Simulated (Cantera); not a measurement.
Charge: 1 mol Fe, 2.2 mol H2S, 2.5 mol H2, equilibrated at 1377 °C and 0.100 bar.

Cantera equilibrium calculation (NASA polynomials, part measured and part estimated; ideal gas, pure solids and liquids). Candidate condensed phases: Fe, FeS, FeS2, S; 8 gas species. FeS: taken at fixed stoichiometry. Equilibrium is a limit: real reactors are often held back by kinetics, nucleation or transport.

Base state: H2 0.818, H2S 0.117, S2 0.0582, SH 0.00607, H 0.000260, S 0.000151 (mole fractions); condensed: FeS(l).

Problem. What changes in the equilibrium state with this change: Fe replaced by Pb?

Solution. 
```
species        before     after
-----------  --------  --------
H2              0.818     0.675
PbS                 0     0.144
H2S             0.117    0.0965
Pb                  0    0.0205
S2             0.0582    0.0580
SH            0.00607   0.00551
H            0.000260  0.000236
S            0.000151  0.000151
FeS(l), mol     1.000         0
```
Further candidate phases: Pb, PbS.
